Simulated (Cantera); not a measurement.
N2O furnace oxynitridation

An isothermal, constant-pressure homogeneous reactor starts with N₂O : H₂O : N₂ = 1 : 0.015 : 0.039 (molar parts), at 1300 K and 113 Torr.

Detailed kinetics in Cantera: GRI-Mech 3.0 (53 species, 325 reactions). GRI-Mech 3.0 was tuned for natural gas; its chemistry of N2O as a main component is partial and can be far from experiment. The mechanism lacks the step 2 NO + O2 → 2 NO2, which can matter for NO2 below about 1400 K. The temperature is held fixed by assumption; the heat of reaction is taken as removed at once.

| t (s) | x N₂O | x H₂O | x H₂ | x H | x NO | x NO₂ | x N₂ |
|---|---|---|---|---|---|---|---|
| 6.00e-6 | 0.949 | 0.0142 | <1e-12 | <1e-12 | 4.43e-8 | <1e-12 | 0.0370 |
| 1.66e-5 | 0.949 | 0.0142 | <1e-12 | 3.91e-12 | 3.02e-7 | <1e-12 | 0.0370 |
| 4.58e-5 | 0.949 | 0.0142 | <1e-12 | 5.49e-11 | 1.75e-6 | 1.54e-12 | 0.0370 |
| 0.000126 | 0.949 | 0.0142 | 2.22e-11 | 3.25e-10 | 7.57e-6 | 5.29e-11 | 0.0371 |
| 0.000349 | 0.949 | 0.0142 | 4.51e-10 | 1.07e-9 | 2.49e-5 | 2.83e-9 | 0.0372 |
| 0.000964 | 0.948 | 0.0142 | 5.92e-9 | 2.87e-9 | 7.25e-5 | 1.47e-7 | 0.0375 |
| 0.00266 | 0.947 | 0.0142 | 3.68e-8 | 5.90e-9 | 0.000200 | 4.01e-6 | 0.0383 |
| 0.00735 | 0.943 | 0.0142 | 1.02e-7 | 7.89e-9 | 0.000528 | 3.48e-5 | 0.0406 |
| 0.0203 | 0.933 | 0.0141 | 1.29e-7 | 8.66e-9 | 0.00140 | 0.000138 | 0.0469 |
| 0.0560 | 0.906 | 0.0140 | 8.21e-8 | 8.89e-9 | 0.00376 | 0.000321 | 0.0638 |
| 0.155 | 0.836 | 0.0137 | 6.00e-8 | 9.38e-9 | 0.00997 | 0.000446 | 0.107 |
| 0.427 | 0.678 | 0.0129 | 5.60e-8 | 1.05e-8 | 0.0241 | 0.000434 | 0.205 |
| 1.18 | 0.402 | 0.0116 | 6.13e-8 | 1.28e-8 | 0.0485 | 0.000313 | 0.377 |
| 3.26 | 0.120 | 0.0102 | 6.63e-8 | 1.37e-8 | 0.0719 | 0.000187 | 0.553 |
| 9.00 | 0.0105 | 0.00970 | 2.40e-8 | 2.81e-9 | 0.0783 | 0.000169 | 0.622 |
x: mole fraction; the columns are a selection and need not sum to one.

Equilibrium at this temperature and pressure: N₂O 1.07e-8, H₂O 0.00965, H₂ 3.84e-9, H 1.78e-10, NO 0.000453, NO₂ 2.35e-6, N₂ 0.668 (gas phase only).
